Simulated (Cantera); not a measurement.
A freely propagating, adiabatic, planar premixed flame of 24.8 % CO, 1.56 % H₂, 15.5 % O₂, 58.2 % N₂, unburnt at 598 K and 0.340 bar; mixture-averaged transport, grid criteria slope 0.08 and curve 0.16, no radiation.

Model: GRI-Mech 3.0 (53 species, 325 reactions), integrated in Cantera. Burning velocities carry a grid error of a few per cent, more on coarse grids.

Q: Predict: laminar burning velocity; thermal thickness; peak x(H).

A: 
| Item | Value |
|---|---|
| laminar burning velocity | 132 cm/s |
| thermal thickness | 3.76 mm |
| peak x(H) | 0.0124 |
